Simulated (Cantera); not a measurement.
An isothermal, constant-pressure homogeneous reactor starts with NH3 : N2 = 1 : 14 (molar parts), at 1700 K and 2670 Pa.

Detailed kinetics in Cantera: the gas-phase N/H chemistry of the illustrative SiF4/NH3 mechanism in the Surface Chemkin manual (1991). Walls and surfaces, which speed up NH3 decomposition in real reactors, are not modelled.

x: mole fraction; the columns are a selection and need not sum to one.

```csv
t (s),x NH3,x NH,x N2,x NH2,x N2H4,x N2H2
0.000100,0.0667,<1e-12,0.933,6.26e-8,<1e-12,<1e-12
0.000501,0.0667,8.62e-12,0.933,3.79e-7,<1e-12,1.17e-12
0.00251,0.0667,3.31e-10,0.933,1.98e-6,<1e-12,5.13e-11
0.0126,0.0667,1.42e-8,0.933,9.96e-6,2.19e-11,[?]
0.0632,0.0666,2.13e-7,0.933,4.95e-5,5.44e-10,[?]
0.317,0.0654,1.19e-6,0.933,0.000131,3.82e-9,[?]
1.59,0.0581,1.63e-6,0.930,8.69e-5,1.68e-9,[?]
7.98,0.0382,1.36e-6,0.922,5.14e-5,5.86e-10,[?]
40.0,0.00948,6.64e-7,0.910,1.67e-5,6.21e-11,[?]
```

Fill in the missing entries.


- 0.0126, x N2H2: 1.60e-9
- 0.0632, x N2H2: 4.97e-8
- 0.317, x N2H2: 4.55e-7
- 1.59, x N2H2: 2.98e-7
- 7.98, x N2H2: 1.29e-7
- 40.0, x N2H2: 1.78e-8
